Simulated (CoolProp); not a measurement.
Vapour-liquid equilibrium of toluene (1) + n-octane (2) at 0.155 MPa; x and y are mole fractions of (1).

Values from CoolProp's multi-fluid Helmholtz-energy mixture model, Lemmon 2006 and Beckmüller 2019; pair parameters Bell 2016.

| x | bubble temperature, mixture model (K) | bubble temperature, Raoult's law (K) | y, mixture model | y, Raoult's law |
|---|---|---|---|---|
| 0.05 | 413.3 | 413.9 | … | 0.072 |
| 0.125 | 411.2 | 412.6 | 0.195 | 0.174 |
| 0.2 | 409.3 | 411.3 | 0.293 | 0.269 |
| 0.275 | 407.7 | 410.0 | 0.381 | 0.359 |
| 0.35 | 406.2 | 408.8 | 0.459 | 0.443 |
| 0.425 | … | 407.6 | 0.530 | 0.523 |
| 0.5 | 403.8 | 406.5 | 0.596 | 0.598 |
| 0.575 | … | 405.3 | 0.658 | 0.668 |
| 0.65 | 402.0 | 404.2 | 0.717 | 0.735 |
| 0.725 | 401.2 | 403.1 | 0.775 | 0.797 |
| 0.8 | 400.6 | 402.1 | 0.833 | 0.857 |
| 0.875 | 400.1 | 401.1 | 0.893 | 0.913 |
| 0.95 | 399.6 | 400.1 | 0.956 | 0.966 |

### Question
What belongs in the gaps?

### Answer

- 0.05, y, mixture model: 0.083
- 0.425, bubble temperature, mixture model (K): 404.9
- 0.575, bubble temperature, mixture model (K): 402.8

The largest gap from Raoult's law is -2.7 K in bubble temperature, at x = 0.425. No azeotrope shows between x = 0.05 and 0.95.

The pair parameters rest on a limited set of measurements; away from them the model extrapolates.
